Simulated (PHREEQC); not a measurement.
Solution (15 °C): 0.018 mol/kgw K2HPO4. Closed to the air; pH follows from the charge balance.

Equilibrium calculation in PHREEQC: ion-association model, phreeqc.dat.

Precipitation was switched off in this run.

What pH does the model give?

pH 9.42.

In which forms is K present?

K+ 98 %, KHPO4- 1.5 % of the K.

Species that the database lacks are ignored.
